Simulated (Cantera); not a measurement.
Charge: 1 mol TiC, 0.61 mol H2, at 1902 °C and 1.00 bar.

Equilibrium computed with Cantera from the NASA thermochemical tables; the gas is ideal and each condensed phase is pure. Candidate condensed phases: C, C6H6, C7H8, C8H18, Ti, TiC; 77 gas species. TiC: taken at fixed stoichiometry. Rates play no part.

Base state: H2 0.995, H 0.00487 (mole fractions); condensed: TiC(s).

Problem. What changes in the equilibrium state with this change: temperature from 1902 °C to 1500 °C?

Solution. 
```
species       before     after
-----------  -------  --------
H2             0.995     1.000
H            0.00487  0.000285
TiC(s), mol    1.000      1.00
```

Problem. What changes in the equilibrium state with this change: temperature from 1902 °C to 1350 °C?

Solution. 
```json
[
 {"species": "H2", "before": "0.995", "after": "1.000"},
 {"species": "H", "before": "0.00487", "after": "6.92e-5"},
 {"species": "TiC(s), mol", "before": "1.000", "after": "1.00"}
]
```

Problem. What changes in the equilibrium state with this change: TiC replaced by SiO2?

Solution. 
```csv
species,before,after
H2,0.995,0.938
SiO,0,0.0287
H2O,0,0.0287
OH,0,1.94e-5
H,0.00487,0.00473
"TiC(s), mol",1.000,0
"SiO2(l), mol",0,0.982
```
The tables hold silica as quartz up to 1696 K and as liquid above; real silica turns to tridymite and cristobalite and melts near 1996 K. Gases not in the tables: Si(OH)4. Further candidate phases: H2O, Si, SiO2.
